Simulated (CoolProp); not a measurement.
R1233zd(E) along the isobar 561 kPa: density (kg/m³) from the reference equation and from simpler models built on Tc = 438.9 K, pc = 3583 kPa, ω = 0.304; each cubic takes its own stable root.

Values from CoolProp's reference Helmholtz-energy equation of state, Akasaka 2022.

| T (K) | phase | reference |
|---|---|---|
| 172.7 | liquid | 1533 |
| 189.6 | liquid | 1499 |
| 206.6 | liquid | 1464 |
| 223.6 | liquid | 1429 |
| 240.6 | liquid | 1394 |
| 257.5 | liquid | 1357 |
| 274.5 | liquid | 1319 |
| 291.5 | liquid | 1280 |
| 308.4 | liquid | 1239 |
| 325.4 | liquid | 1195 |
| 342.4 | liquid | 1147 |
| 359.4 | gas | 27.89 |
| 376.3 | gas | 26.06 |
| 393.3 | gas | 24.50 |
| 410.3 | gas | 23.17 |
| 427.3 | gas | 22.01 |

Problem. How far does each simpler model (van der Waals, Soave-Redlich-Kwong) lie from the reference over these 16 states: mean and median of the absolute difference, and the worst?

Solution. 
- van der Waals: mean 39.8 %, median 41.2 %, worst -97.5 % at 342.4 K and 561 kPa
- Soave-Redlich-Kwong: mean 7.6 %, median 10.2 %, worst -12.3 % at 172.7 K and 561 kPa

At some of these states van der Waals gives the other phase, because its saturation line lies elsewhere.
